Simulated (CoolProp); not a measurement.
Vapour-liquid equilibrium of R152A (1) + methanol (2) at 244.5 K; x and y are mole fractions of (1).

The numbers come from the multi-fluid Helmholtz-energy mixture model, Outcalt 1996 and de Reuck 1993; pair parameters Bell 2016 in CoolProp.

```
x     bubble pressure (bar)  y at the bubble point  dew pressure at overall composition x (bar)  liquid density (mol/L)
----  ---------------------  ---------------------  -------------------------------------------  ----------------------
0.05                 0.2399                  0.978                                     0.005537                   25.41
0.15                 0.4467                  0.989                                     0.006185                   24.07
0.25                 0.5114                  0.990                                     0.007007                   22.81
0.35                 0.5351                  0.991                                     0.008082                   21.64
0.45                 0.5524                  0.991                                     0.009549                   20.53
0.55                 0.5756                  0.992                                      0.01167                   19.50
0.65                 0.6090                  0.993                                      0.01500                   18.52
0.75                 0.6542                  0.994                                      0.02099                   17.59
0.85                 0.7118                  0.996                                      0.03495                   16.71
0.95                 0.7820                  0.999                                       0.1044                   15.87
```

No azeotrope shows between x = 0.05 and 0.95.

The pair parameters rest on a limited set of measurements; away from them the model extrapolates. With so large a gap from Raoult's law the liquid may split in two, which this calculation doesn't test in full.
